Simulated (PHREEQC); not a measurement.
1 kg of water holding 0.015 mol/kgw CaCl2, 0.095 mol/kgw MgCl2, 0.17 mol/kgw NaCl, 0.27 mol/kgw KCl and 0.044 mol/kgw SrCl2 is evaporated at 25 °C; the solids stay in contact with the brine. No CO2 enters from the air. Only these solids could form: Bischofite, Brucite, Carnallite, Halite, Portlandite, Sylvite, MgCl2_4H2O.

Equilibrium calculation in PHREEQC: Pitzer model, pitzer.dat.

```tsv
water left (kg)	ionic strength	water activity	Sylvite (mol)	Halite (mol)	Carnallite (mol)	Sr in solution (mol/kgw)
1	0.902	0.978	0	0	0	0.0440
0.8219	1.10	0.974	0	0	0	0.0535
0.6755	1.34	0.968	0	0	0	0.0651
0.5552	1.62	___	0	0	0	0.0793
0.4563	1.98	0.951	0	0	0	0.0964
0.375	2.41	0.939	0	0	0	0.117
0.3082	2.93	___	0	0	0	0.143
0.2533	___	0.905	0	0	0	0.174
0.2082	4.33	0.880	0	0	0	0.211
0.1711	5.27	0.848	0	0	0	0.257
0.1407	6.41	0.807	0	0	0	0.313
0.1156	7.69	0.758	0.0124	0	0	0.381
0.09502	8.47	0.727	0.0975	0	0	0.463
0.07809	9.49	0.683	0.161	0	0	0.563
0.06418	10.3	0.657	0.195	0.0489	0	0.686
0.05275	11.1	0.628	0.219	0.0974	0	0.834
0.04335	12.3	0.583	0.238	0.132	0	1.01
0.03564	___	0.514	0.252	0.153	0	1.23
0.02646	___	0.467	0.234	0.162	0.0262	1.66
0.01728	16.4	0.435	0.202	0.166	0.0628	2.55
```

Problem. Some entries are withheld; supply them.

Solution. 
- 0.5552, water activity: 0.960
- 0.3082, water activity: 0.924
- 0.2533, ionic strength: 3.56
- 0.03564, ionic strength: 13.9
- 0.02646, ionic strength: 15.2
